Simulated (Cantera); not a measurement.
Charge: 1 mol CH3F, 0.38 mol H2, held at 1648.15 K and 1.00 bar.

These are equilibrium values from Cantera (NASA tables, ideal gas, pure condensed phases), not measurements of a reactor. Candidate condensed phases: C, C6H6, C7H8, C8H18; 95 gas species. Equilibrium is a limit: real reactors are often held back by kinetics, nucleation or transport.

Base state: H2 0.579, HF 0.420, CH4 0.000449, H 6.79e-5, C2H2 (acetylene) 2.59e-5 (mole fractions); condensed: C(graphite).

What changes in the equilibrium state with this change: temperature from 1648.15 K to 975 K?


```json
[
 {"species": "H2", "before": "0.579", "after": "0.530"},
 {"species": "HF", "before": "0.420", "after": "0.435"},
 {"species": "CH4", "before": "0.000449", "after": "0.0353"},
 {"species": "H", "before": "6.79e-5", "after": "<1e-9"},
 {"species": "C2H2 (acetylene)", "before": "2.59e-5", "after": "<1e-9"},
 {"species": "C(graphite), mol", "before": "0.999", "after": "0.919"}
]
```
